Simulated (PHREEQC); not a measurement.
Solution (25 °C): 1.9 mmol/kgw KOH, 0.55 mmol/kgw KCl and 2 mmol/kgw NaCl. It is in equilibrium with CO2 at log p = -2 (atm). Otherwise closed; pH follows from the charge balance.

Computed with PHREEQC (ion-association model, phreeqc.dat).

| quantity | before | after |
|---|---|---|
| pH | 7.07 | 7.08 |
| ionic strength (mol/kgw) | 0.00445 | 0.00245 |
| CO3-2 (mol/kgw) | 1.28e-6 | 1.24e-6 |
| SI of Sylvite (KCl) | -6.17 | -6.82 |

**Question.** Which change was made?
(A) 0.00011 mol/kgw H3PO4 added
(B) KCl left out
(C) NaCl left out

**Answer.** C, NaCl left out

Precipitation was switched off in this run.
